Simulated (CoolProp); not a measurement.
Saturated liquid density (kg/m³) of n-perfluorohexane: the reference equation beside estimates from Tc = 448.0 K, pc = 17.42 bar, ω = 0.497.

Model: reference Helmholtz-energy equation of state, Gao 2022, in CoolProp.

| T (K) | reference | van der Waals | Redlich-Kwong | Soave-Redlich-Kwong | Peng-Robinson |
|---|---|---|---|---|---|
| 255.1 | 1797 | 994.1 | 1468 | 1553 | 1748 |
| 260.8 | 1781 | 986.0 | … | 1541 | 1735 |
| 266.5 | 1766 | 977.7 | 1440 | 1529 | 1723 |
| 272.3 | 1749 | 969.0 | 1425 | 1517 | 1709 |
| 278 | … | … | 1410 | 1504 | 1695 |
| 283.7 | 1717 | 951.6 | 1395 | 1491 | 1681 |
| 289.4 | 1701 | 942.6 | 1379 | 1477 | 1666 |
| 295.2 | 1684 | 933.2 | 1363 | 1462 | 1651 |
| 300.9 | 1668 | 923.9 | 1346 | 1447 | 1635 |
| 306.6 | 1651 | 914.2 | 1329 | 1432 | 1618 |
| 312.3 | 1634 | 904.4 | 1312 | 1416 | 1601 |
| 318.1 | … | 894.2 | 1294 | 1399 | 1582 |
| 323.8 | 1599 | 883.8 | 1275 | 1382 | 1563 |

Question: What belongs in the gaps?

Answer: 
- 260.8, Redlich-Kwong: 1454
- 278, reference: 1733
- 278, van der Waals: 960.4
- 318.1, reference: 1616

Absolute difference from the reference over all 13 rows, mean and median: van der Waals 44.6 and 44.6 %, Redlich-Kwong 19.1 and 18.9 %, Soave-Redlich-Kwong 13.3 and 13.3 %, Peng-Robinson 2.2 and 2.1 %.
